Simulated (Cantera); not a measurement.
Charge: 1 mol Na2CO3, 7.8 mol O2, 3.4 mol H2O, held at 1502 °C.

Equilibrium computed with Cantera from the NASA thermochemical tables; the gas is ideal and each condensed phase is pure. Candidate condensed phases: C, C6H6, C7H8, C8H18, H2O, Na, NaOH, NaO2, Na2CO3, Na2O, Na2O2; 117 gas species. The numbers say what is thermodynamically allowed, not how fast it happens.

x: gas mole fraction; n: condensed amount in mol.

```
P (Pa)    x O2  x H2O  x NaOH   x CO2      x Na        x OH     x NaO  n Na2CO3(l)
-------  -----  -----  ------  ------  --------  ----------  --------  -----------
1000     0.576  0.205  0.0757  0.0717    0.0670  (withheld)  0.000974            0
3500     0.582  0.195   0.108  0.0734    0.0381  (withheld)   0.00104            0
13000    0.586  0.188   0.131  0.0747    0.0176  (withheld)  0.000931            0
45000    0.589  0.184   0.142  0.0753   0.00759  (withheld)  0.000748            0
160000   0.590  0.183   0.147  0.0756   0.00304  (withheld)  0.000566            0
560000   0.643  0.242  0.0746  0.0380  0.000513  (withheld)  0.000186        0.540
2000000  0.673  0.276  0.0333  0.0170   8.17e-5  (withheld)   5.74e-5        0.803
```

Problem. Fill in the missing entries.

Solution. 
- 1000, x OH: 0.00344
- 3500, x OH: 0.00246
- 13000, x OH: 0.00174
- 45000, x OH: 0.00127
- 160000, x OH: 0.000921
- 560000, x OH: 0.000792
- 2000000, x OH: 0.000622
